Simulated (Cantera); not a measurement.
Charge: 1 mol CuO, 1.8 mol F₂, at 723 K and 3.30e-5 bar.

Equilibrium computed with Cantera from the NASA thermochemical tables; the gas is ideal and each condensed phase is pure. Candidate condensed phases: Cu, CuF₂, CuO, Cu₂O; 13 gas species. Kinetics and transport are ignored.

Base state: F₂ 0.412, O₂ 0.336, F 0.251 (mole fractions); condensed: CuF₂(s).

Task: What changes in the equilibrium state with this change: temperature from 723 K to 1200 K?

Result: 
```tsv
species	before	after
F	0.251	0.516
CuF₂	2.52e-6	0.322
O₂	0.336	0.161
F₂	0.412	3.32e-5
CuF	<1e-9	0.000121
CuF₂(s), mol	1.000	0
```
